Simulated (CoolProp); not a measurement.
o-xylene along the isotherm 346.85 °C: fugacity coefficient from the reference equation and from simpler models built on Tc = 357.1 °C, pc = 37.37 bar, ω = 0.312; each cubic takes its own stable root.

Values from CoolProp's reference Helmholtz-energy equation of state, Zhou 2012.

| p (bar) | phase | reference | van der Waals | Redlich-Kwong | Soave-Redlich-Kwong | Peng-Robinson |
|---|---|---|---|---|---|---|
| 11.7 | gas | 0.8794 | 0.9039 | 0.8902 | (withheld) | 0.8785 |
| 23.4 | gas | 0.7625 | 0.8072 | (withheld) | 0.7806 | 0.7625 |
| 35 | liquid | 0.6313 | 0.7035 | 0.6663 | 0.6583 | 0.6362 |
| 46.7 | liquid | 0.4981 | 0.5721 | 0.5335 | 0.5262 | 0.5052 |
| 58.4 | liquid | 0.4178 | (withheld) | 0.4527 | 0.4461 | 0.4257 |
| 70.1 | liquid | 0.3645 | 0.4395 | 0.3987 | 0.3927 | (withheld) |
| 81.8 | liquid | 0.3266 | 0.4026 | 0.3604 | 0.3548 | 0.3348 |
| 93.4 | liquid | 0.2987 | (withheld) | 0.3322 | 0.3269 | (withheld) |

**Question.** What belongs in the gaps?

**Answer.** 
- 11.7, Soave-Redlich-Kwong: 0.8891
- 23.4, Redlich-Kwong: 0.7827
- 58.4, van der Waals: 0.4922
- 70.1, Peng-Robinson: 0.3726
- 93.4, van der Waals: 0.3760
- 93.4, Peng-Robinson: 0.3069
